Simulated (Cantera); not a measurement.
An isothermal, constant-pressure homogeneous reactor starts with 68.5 % NO, 31.5 % N₂, at 1650 K and 101000 Pa.

Model: GRI-Mech 3.0 (53 species, 325 reactions), integrated in Cantera.

x: mole fraction; the columns are a selection and need not sum to one.

```csv
t (s),x NO,x O,x N₂O,x N₂,x NO₂,x O₂
4.00e-6,0.685,8.14e-8,[?],0.315,2.02e-8,2.39e-11
2.17e-5,0.685,2.04e-7,[?],0.315,3.48e-7,4.29e-10
0.000118,0.685,2.36e-7,[?],0.315,2.77e-6,4.47e-9
0.000639,0.685,3.17e-7,[?],0.315,1.65e-5,6.88e-8
0.00346,0.685,7.68e-7,[?],0.315,9.94e-5,3.29e-6
0.0188,0.684,2.00e-6,0.000166,0.315,0.000362,0.000214
0.102,0.680,2.44e-6,0.000176,0.318,0.000451,0.00227
0.553,0.657,3.66e-6,0.000163,0.329,0.000678,0.0132
3.00,0.557,6.81e-6,[?],0.379,0.00111,0.0628
```

Task: Complete the blanks.

Result: 
- 4.00e-6, x N₂O: 1.01e-7
- 2.17e-5, x N₂O: 5.50e-7
- 0.000118, x N₂O: 2.96e-6
- 0.000639, x N₂O: 1.55e-5
- 0.00346, x N₂O: 6.95e-5
- 3.00, x N₂O: 0.000116
